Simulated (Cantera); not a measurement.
A Cantera script and what it prints.

```python
import numpy as np
import cantera as ct

gas_names = """
    C CN CO CO2 C2 CCN CNC C2N2 C2O C3 C3O2 C4 C4N2 C5 Fe FeC5O5 FeO N NCO NO NO2 NO3 N2 N2O O O2 O3
""".split()
cond_names = """
    C(gr) Fe(a) Fe(c) Fe(d) Fe(L) FeC5O5(L) FeO(s) FeO(L) Fe2O3(s) Fe3O4(s)
""".split()


# ... load() reads the species with a 1 bar reference pressure and builds the phases ...
atoms = {
    'Fe(CO)5': {'Fe': 1, 'C': 5, 'O': 5},
    'N2': {'N': 2},
}
top_T = {'C(gr)': 4500, 'Fe2O3(s)': 1830, 'Fe3O4(s)': 1870}  # K; cautious upper limits of use, not melting points


# ... equilibrate(T, P, feed) seeds the gas with the atoms and calls Mixture.equilibrate('TP', solver="vcs", rtol=1e-11, max_steps=5000) ...
results = []
feed = {'Fe(CO)5': 1, 'N2': 3.4}  # mol
P = 6800  # Pa
for T in [948, 1048, 1148, 1248, 1348, 1448, 1548, 1648]:
    mix = equilibrate(T, P, feed)
    results.append((T, P, feed, dict(zip(mix.species_names, mix.species_moles))))
    x = sorted(zip(gas.X, gas.species_names), reverse=True)
    print(f"T = {T:g} K  P = {P:g} Pa  gas = {mix.phase_moles(0):.4g} mol")
    print("   x: " + "  ".join(f"{s} {v:.3e}" for v, s in x if v > 1e-05))
    print("   condensed (mol): " + ("  ".join(f"{mix.phase(i).name} {mix.phase_moles(i):.4g}"
          for i in range(1, mix.n_phases) if mix.phase_moles(i) > 1e-12) or "none"))
```

Result:

```
T = 948 K  P = 6800 Pa  gas = 8.113 mol
   x: CO 5.455e-01  N2 4.191e-01  CO2 3.544e-02
   condensed (mol): C(gr) 0.2875  Fe(a) 1
T = 1048 K  P = 6800 Pa  gas = 8.356 mol
   x: CO 5.879e-01  N2 4.069e-01  CO2 5.215e-03
   condensed (mol): C(gr) 0.04358  Fe(a) 1
T = 1148 K  P = 6800 Pa  gas = 8.392 mol
   x: CO 5.939e-01  N2 4.052e-01  CO2 9.757e-04
   condensed (mol): C(gr) 0.008188  Fe(a) 1
T = 1248 K  P = 6800 Pa  gas = 8.398 mol
   x: CO 5.949e-01  N2 4.049e-01  CO2 2.377e-04
   condensed (mol): C(gr) 0.001996  Fe(c) 1
T = 1348 K  P = 6800 Pa  gas = 8.399 mol
   x: CO 5.951e-01  N2 4.048e-01  CO2 7.180e-05
   condensed (mol): C(gr) 0.000603  Fe(c) 1
T = 1448 K  P = 6800 Pa  gas = 8.4 mol
   x: CO 5.952e-01  N2 4.048e-01  CO2 2.575e-05
   condensed (mol): C(gr) 0.0002163  Fe(c) 1
T = 1548 K  P = 6800 Pa  gas = 8.4 mol
   x: CO 5.952e-01  N2 4.048e-01  CO2 1.061e-05
   condensed (mol): C(gr) 8.907e-05  Fe(c) 1
T = 1648 K  P = 6800 Pa  gas = 8.4 mol
   x: CO 5.952e-01  N2 4.047e-01  Fe 3.836e-05
   condensed (mol): C(gr) 4.086e-05  Fe(c) 0.9997
```

Equilibrium computed with Cantera from the NASA thermochemical tables; the gas is ideal and each condensed phase is pure. Condensed phases not in the tables: cementite and carbon dissolved in iron.
